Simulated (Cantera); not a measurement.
## Premixed flame

A freely propagating, adiabatic, planar premixed flame of C₃H₈ : O₂ : N₂ = 1 : 4.17 : 15.7 (molar parts), equivalence ratio 1.2, unburnt at 700 K and 1.01 bar; multicomponent+Soret transport, grid criteria slope 0.08 and curve 0.16, no radiation.

Cantera simulation using GRI-Mech 3.0 (53 species, 325 reactions); the numbers are that mechanism's predictions, not measurements. GRI-Mech 3.0 was tuned for natural gas; its chemistry of propane as a main component is partial and can be far from experiment. Burning velocities carry a grid error of a few per cent, more on coarse grids.

```json
[
 {"z (mm)": "-0.729", "T (K)": "700", "u (m/s)": "2.05", "x C₃H₈": "0.0479", "x O₂": "0.200", "x OH": "<1e-8", "x CH₃": "6.58e-8", "x NO₂": "<1e-8", "x CO": "4.40e-6"},
 {"z (mm)": "-0.486", "T (K)": "701", "u (m/s)": "2.06", "x C₃H₈": "0.0478", "x O₂": "0.199", "x OH": "<1e-8", "x CH₃": "7.76e-7", "x NO₂": "<1e-8", "x CO": "6.20e-5"},
 {"z (mm)": "-0.365", "T (K)": "706", "u (m/s)": "2.08", "x C₃H₈": "0.0477", "x O₂": "0.198", "x OH": "1.55e-8", "x CH₃": "3.54e-6", "x NO₂": "<1e-8", "x CO": "0.000306"},
 {"z (mm)": "-0.243", "T (K)": "743", "u (m/s)": "2.21", "x C₃H₈": "0.0474", "x O₂": "0.193", "x OH": "6.98e-7", "x CH₃": "3.12e-5", "x NO₂": "2.62e-8", "x CO": "0.00216"},
 {"z (mm)": "-0.122", "T (K)": "1047", "u (m/s)": "3.21", "x C₃H₈": "0.0361", "x O₂": "0.160", "x OH": "3.67e-5", "x CH₃": "0.000966", "x NO₂": "6.84e-8", "x CO": "0.0194"},
 {"z (mm)": "-0.0608", "T (K)": "1434", "u (m/s)": "4.58", "x C₃H₈": "0.0126", "x O₂": "0.115", "x OH": "0.000475", "x CH₃": "0.00381", "x NO₂": "4.65e-8", "x CO": "0.0469"},
 {"z (mm)": "0", "T (K)": "1828", "u (m/s)": "6.01", "x C₃H₈": "0.000468", "x O₂": "0.0649", "x OH": "0.00257", "x CH₃": "0.00303", "x NO₂": "1.35e-8", "x CO": "0.0789"},
 {"z (mm)": "0.0608", "T (K)": "2034", "u (m/s)": "6.74", "x C₃H₈": "9.42e-7", "x O₂": "0.0335", "x OH": "0.00617", "x CH₃": "0.000628", "x NO₂": "<1e-8", "x CO": "0.0904"},
 {"z (mm)": "0.122", "T (K)": "2096", "u (m/s)": "6.94", "x C₃H₈": "<1e-8", "x O₂": "0.0195", "x OH": "0.00880", "x CH₃": "7.20e-5", "x NO₂": "<1e-8", "x CO": "0.0858"},
 {"z (mm)": "0.243", "T (K)": "2133", "u (m/s)": "7.02", "x C₃H₈": "<1e-8", "x O₂": "0.0116", "x OH": "0.0102", "x CH₃": "4.95e-7", "x NO₂": "<1e-8", "x CO": "0.0746"},
 {"z (mm)": "0.486", "T (K)": "2172", "u (m/s)": "7.12", "x C₃H₈": "<1e-8", "x O₂": "0.00891", "x OH": "0.0101", "x CH₃": "<1e-8", "x NO₂": "<1e-8", "x CO": "0.0675"},
 {"z (mm)": "0.972", "T (K)": "2223", "u (m/s)": "7.26", "x C₃H₈": "<1e-8", "x O₂": "0.00741", "x OH": "0.00966", "x CH₃": "<1e-8", "x NO₂": "<1e-8", "x CO": "0.0655"},
 {"z (mm)": "1.94", "T (K)": "2286", "u (m/s)": "7.43", "x C₃H₈": "<1e-8", "x O₂": "0.00569", "x OH": "0.00873", "x CH₃": "<1e-8", "x NO₂": "<1e-8", "x CO": "0.0642"}
]
```
x: mole fraction of selected species; z is measured from the peak of heat release.

| Item | Value |
|---|---|
| laminar burning velocity | 205 cm/s |
| thermal thickness | 0.243 mm |
| peak x(OH) | 0.0103 |
| peak x(CH₃) | 0.00436 |
| peak x(CO) | 0.0904 |
| grid points | 143 |
